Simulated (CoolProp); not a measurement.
A closed Brayton cycle with nitrogen: compressor inlet 333.15 K and 0.85 MPa, high pressure 1.95 MPa, turbine inlet 910 K, compressor efficiency 0.89, turbine efficiency 0.85, recuperator effectiveness 0.95 (on enthalpy, no pinch check). Each further row changes one setting.

Model: reference Helmholtz-energy equation of state, Span 2000, in CoolProp.

```
case                           thermal efficiency (%)  net work (kJ/kg)  compressor to turbine work  compressor exit (K)  turbine exit (K)
-----------------------------  ----------------------  ----------------  --------------------------  -------------------  ----------------
as stated                                           ?              67.7                        0.61                433.3             758.4
turbine inlet 860 K                              32.5              58.1                        0.64                433.3             715.4
compressor inlet 343.15 K                        34.0              64.6                        0.63                    ?             758.4
high pressure 1.66 MPa                           36.6              59.5                           ?                412.1             785.6
recuperator effectiveness 0.5                    19.4              67.7                        0.61                433.3             758.4
```

Problem. Some entries are withheld; supply them.

Solution. 
- as stated, thermal efficiency (%): 35.5
- compressor inlet 343.15 K, compressor exit (K): 446.2
- high pressure 1.66 MPa, compressor to turbine work: 0.58
